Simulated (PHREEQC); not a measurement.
PHREEQC input (ion-association model, wateq4f.dat):

```
SOLUTION 1
  temp 20
  units mmol/kgw
  pH 7 charge
  Cl 10.3
  Cu(2) 3.9
  S(6) 14
  Na 2.5
SOLUTION 2
  temp 20
  units mmol/kgw
  pH 7 charge
  S(6) 3.6
  Cu(2) 3.6
  Cl 36
  Fe(3) 12
END
SELECTED_OUTPUT 1
  -reset false
  -pH true
  -pe true
  -ionic_strength true
  -water true
  -totals Cl Cu Fe Na S Cu(1) Cu(2) Fe(2) Fe(3) S(-2)
    S(6)
  -molalities H+ Cl- Cu+2 Fe+2 Na+ SO4-2 Fe+3 FeOH+2 FeOH+ Fe(OH)3-
    FeSO4+ FeCl+2 FeCl2+ FeCl3 FeSO4 NaSO4- HSO4- H2S HS- S-2
    O2 Fe(OH)2+ Fe(OH)3 Fe(OH)4- Fe(OH)2 FeHSO4+ OH- FeHSO4+2 CuCl2- CuCl3-2
    Cu+ CuCl+ CuCl2 CuCl3- CuCl4-2 CuOH+ Cu(OH)2 Cu(OH)3- Cu(OH)4-2 Cu2(OH)2+2
    CuSO4 Cu(HS)3- Fe(SO4)2- Fe2(OH)2+4 Fe3(OH)4+5 Fe(HS)2 Fe(HS)3- FeCl+
  -equilibrium_phases Fe(OH)3(a) Cu(OH)2 Brochantite Antlerite Atacamite Jarosite-Na Halite Mirabilite Chalcanthite
PRINT
  -reset false
MIX 1
  1 1
  2 0
EQUILIBRIUM_PHASES 1
  Fe(OH)3(a) 0 0
  Cu(OH)2 0 0
  Brochantite 0 0
  Antlerite 0 0
  Atacamite 0 0
  Jarosite-Na 0 0
  Halite 0 0
  Mirabilite 0 0
  Chalcanthite 0 0
  O2(g) -0.68 10
END
# ... the last block is repeated for the other 10 points of share of solution B
```

Selected output (columns that matter, 11 of 11 rows; share of solution B added in front):

```
share of solution B	pH	mu	Cl	Cu	Fe	Na	S	m_H+	m_Cl-	m_Cu+2	m_Na+	m_SO4-2	m_Fe+3	m_FeOH+2
0	1.7288	0.039439	0.0103	0.0039	0	0.0025	0.014	0.021606	0.010268	0.0029101	0.0024611	0.0066095	0	0
0.1	1.7628	0.038765	0.01287	0.00387	0.0012	0.00225	0.01296	0.019964	0.012812	0.0029685	0.0022192	0.005768	0.00010288	1.5449e-05
0.2	1.8013	0.038222	0.01544	0.0038399	0.0024	0.002	0.01192	0.018257	0.015343	0.0030345	0.0019765	0.0049156	0.00023685	3.8948e-05
0.3	1.8457	0.037919	0.01801	0.0038099	0.0035999	0.00175	0.01088	0.016475	0.017853	0.0031076	0.0017329	0.0040642	0.00041885	7.6389e-05
0.4	1.898	0.038048	0.020579	0.0037799	0.0047999	0.0015	0.0098397	0.014609	0.020331	0.0031859	0.0014883	0.0032379	0.00067635	0.00013906
0.5	1.9607	0.038911	0.023149	0.0037499	0.0059998	0.00125	0.0087997	0.012657	0.022759	0.0032635	0.0012426	0.0024787	0.0010478	0.00024806
0.6	2.0367	0.040874	0.025719	0.0037198	0.0071997	0.00099996	0.0077597	0.010651	0.025121	0.00333	0.00099561	0.0018423	0.0015627	0.00043739
0.7	2.1269	0.044147	0.028289	0.0036898	0.0083996	0.00074997	0.0067197	0.008684	0.027423	0.0033755	0.0007476	0.0013674	0.0021871	0.00074487
0.8	2.2275	0.048639	0.030859	0.0036599	0.0095997	0.00049998	0.0056798	0.00692	0.029709	0.0033979	0.00049881	0.0010426	0.0027926	0.0011819
0.9	2.3281	0.054142	0.033429	0.0036299	0.0108	0.00024999	0.0046399	0.0055169	0.032038	0.0034032	0.00024955	0.00082063	0.0032338	0.0016986
1	2.4178	0.060465	0.036	0.0036	0.012	0	0.0036	0.0045112	0.034439	0.0033988	0	0.00064862	0.0034622	0.0022006
```
